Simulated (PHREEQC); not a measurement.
Solution (20 °C): 44 mmol/kgw KOH, 5.7 mmol/kgw K2SiO3 and 14 mmol/kgw (CH3)4NCl. Closed to the air; pH follows from the charge balance.

Model: ion-association model, phreeqc.dat, run in PHREEQC.

```
quantity              before    after
-------------------  -------  -------
pH                     12.74    11.37
H3SiO4- (mol/kgw)    0.00381  0.00439
H4SiO4 (mol/kgw)     4.37e-6  2.98e-5
SI of Quartz (SiO2)    -1.29    -1.11
```

**Question.** What was changed between the two runs?
(A) temperature from 20 to 70 °C
(B) K2SiO3 from 0.0057 to 0.0114 mol/kgw
(C) diluted 10-fold with water
(D) KOH replaced by KH2PO4 at the same molality
(E) diluted 2-fold with water

**Answer.** A, temperature from 20 to 70 °C

Precipitation was switched off in this run. (CH3)4N+ isn't in the database: it is added as a free cation with an ion size of 4 Å. At this temperature some constants are extrapolated from 25 °C, and those without enthalpy data are left unchanged.
